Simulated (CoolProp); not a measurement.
n-nonane along the isotherm 600 K: fugacity coefficient from the reference equation and from simpler models built on Tc = 594.5 K, pc = 22.82 bar, ω = 0.443; each cubic takes its own stable root.

Model: reference Helmholtz-energy equation of state, Lemmon 2006, in CoolProp. It is a short technical equation, of lower accuracy than the large ones.

```
p (bar)  phase  reference  van der Waals  Redlich-Kwong  Soave-Redlich-Kwong  Peng-Robinson
-------  -----  ---------  -------------  -------------  -------------------  -------------
0.951      gas     0.9860         0.9879         0.9862               0.9863         0.9847
1.9        gas     0.9720         0.9759         0.9725               0.9727         0.9696
2.85       gas     0.9580         0.9638         0.9589               0.9592         0.9546
3.8        gas     0.9442         0.9518         0.9453               0.9457         0.9398
4.75       gas     0.9303         0.9398         0.9318               0.9323         0.9250
5.7        gas     0.9165         0.9279         0.9183               0.9189         0.9103
6.66       gas     0.9025         0.9157         0.9048               0.9055         0.8956
7.61       gas     0.8888         0.9038         0.8914               0.8923         0.8812
8.56       gas     0.8751         0.8918         0.8781               0.8791         0.8669
9.51       gas     0.8613         0.8798         0.8649               0.8659         0.8526
10.5       gas     0.8471         0.8673         0.8511               0.8523         0.8379
11.4       gas     0.8341         0.8560         0.8386               0.8399         0.8245
```
